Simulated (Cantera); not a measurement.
## Catalytic combustion on Pt

An isothermal plug-flow reactor at 700 K and 30000 Pa (inlet), inlet velocity 3.4 m/s, active area per volume 1700 1/m; feed 2.87 % CO, 4.04 % O2, 84.0 % N2, 9.04 % H2O, equivalence ratio 0.36.

Computed with Cantera and Deutschmann's 1995 Pt surface mechanism with GRI-Mech 3.0 gas chemistry. Catalytic surfaces can have several steady states; this one follows from the mechanism file's or the stated starting coverage. Mass transfer to the wall is taken as infinitely fast.

```
z (m)      x CO    x O2   x H2O     x CO2  θ free Pt     θ O*  θ CO*
-------  ------  ------  ------  --------  ---------  -------  -----
0.00014  0.0286  0.0404  0.0904  0.000131     0.0510  0.00257  0.946
0.00023  0.0285  0.0403  0.0904  0.000215     0.0511  0.00257  0.946
0.00038  0.0284  0.0403  0.0904  0.000355     0.0512  0.00258  0.946
0.00063  0.0281  0.0401  0.0905  0.000591     0.0514  0.00260  0.946
0.0011   0.0277  0.0399  0.0905   0.00104     0.0518  0.00263  0.945
0.0018   0.0270  0.0396  0.0905   0.00171     0.0525  0.00267  0.944
0.0029   0.0260  0.0391  0.0906   0.00280     0.0536  0.00275  0.943
0.0049   0.0239  0.0381  0.0906   0.00486     0.0559  0.00293  0.941
0.0082   0.0203  0.0363  0.0908   0.00859     0.0610  0.00334  0.935
0.014    0.0118  0.0322  0.0912    0.0171     0.0812  0.00539  0.913
```
x: gas mole fraction; θ: surface coverage.
